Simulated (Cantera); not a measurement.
A freely propagating, adiabatic, planar premixed flame of CO : H₂ : CH₄ : O₂ : N₂ = 1 : 0.13 : 0.052 : 0.515 : 1.44 (molar parts), equivalence ratio 1.3, unburnt at 600 K and 9.87 atm; mixture-averaged transport, grid criteria slope 0.08 and curve 0.16, no radiation.

Computed with Cantera and GRI-Mech 3.0 (53 species, 325 reactions). Burning velocities carry a grid error of a few per cent, more on coarse grids.

Problem. What does this change do: inlet temperature 600 to 723 K?

Solution. 
```json
[
 {"quantity": "laminar burning velocity", "before": "202 cm/s", "after": "289 cm/s"},
 {"quantity": "thermal thickness", "before": "0.0350 mm", "after": "0.0352 mm"},
 {"quantity": "peak x(H₂O₂)", "before": "0.000152", "after": "0.000129"},
 {"quantity": "peak x(CH₃)", "before": "0.000271", "after": "0.000309"}
]
```
